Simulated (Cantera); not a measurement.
A Cantera script and what it prints.

```python
import numpy as np
import cantera as ct

gas_names = """
    B BH BH2 BH3 B2 H H2
""".split()
cond_names = """
    B(b) B(L)
""".split()


# ... load() reads the species with a 1 bar reference pressure and builds the phases ...
atoms = {
    'B2H6': {'B': 2, 'H': 6},
    'H2': {'H': 2},
}
top_T = {}  # K; cautious upper limits of use, not melting points


# ... equilibrate(T, P, feed) seeds the gas with the atoms and calls Mixture.equilibrate('TP', solver="vcs", rtol=1e-11, max_steps=5000) ...
results = []
feed = {'B2H6': 1, 'H2': 3.4}  # mol
P = 10000  # Pa
for T in [1575, 1675, 1775, 1875, 1975, 2075, 2175, 2275]:
    mix = equilibrate(T, P, feed)
    results.append((T, P, feed, dict(zip(mix.species_names, mix.species_moles))))

top = {s: max(r[3][s] / sum(r[3][g] for g in gas_names) for r in results) for s in gas_names}
cols = sorted((s for s in top if top[s] > 1e-06), key=lambda s: -top[s])[:8]
seen = [c for c in cond_names if any(r[3].get(c, 0) > 1e-12 for r in results)]
print("log10 of partial pressures in bar; condensed amounts in mol")
print(f"{'T/K':>10s}" + "".join(f"{s[:9]:>10s}" for s in cols + seen))
for T, P, feed, n in results:
    ng = sum(n[g] for g in gas_names)
    print(f"{T:10.4g}" + "".join(f"{np.log10(max(n[s] / ng * P / 1e5, 1e-99)):10.3f}" for s in cols)
          + "".join(f"{n.get(c, 0):10.4g}" for c in seen))
```

Output:

```
log10 of partial pressures in bar; condensed amounts in mol
       T/K        H2         H       BH2         B        BH       BH3      B(b)
      1575    -1.000    -4.881    -5.684   -10.789   -10.070    -6.564         2
      1675    -1.000    -4.435    -5.302    -9.687    -9.209    -6.388         2
      1775    -1.000    -4.039    -4.965    -8.711    -8.447    -6.234     1.999
      1875    -1.001    -3.684    -4.664    -7.840    -7.768    -6.098     1.999
      1975    -1.002    -3.365    -4.395    -7.058    -7.159    -5.977     1.997
      2075    -1.004    -3.077    -4.154    -6.353    -6.610    -5.870     1.995
      2175    -1.007    -2.815    -3.937    -5.714    -6.114    -5.776     1.992
      2275    -1.013    -2.577    -3.742    -5.131    -5.664    -5.695     1.987
```

Cantera equilibrium calculation (NASA polynomials, part measured and part estimated; ideal gas, pure solids and liquids). The feed counts by its element totals alone. The tables' values for BH2 are old estimates; treat these amounts as uncertain. Gases not in the tables: B2H6 and higher boranes.
